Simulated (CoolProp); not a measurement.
Model: reference Helmholtz-energy equation of state, de Reuck 1990, in CoolProp.

**Question.** For fluorine, give the phase and the density (kg/m³), cp (kJ/(kg K)), cv (kJ/(kg K)), isothermal compressibility (1/MPa) at -126.45 °C and 1860 kPa.

**Answer.** 
- -126.45 °C and 1860 kPa: gas; density 66.1, cp 0.975, cv 0.603, isothermal compressibility 0.622
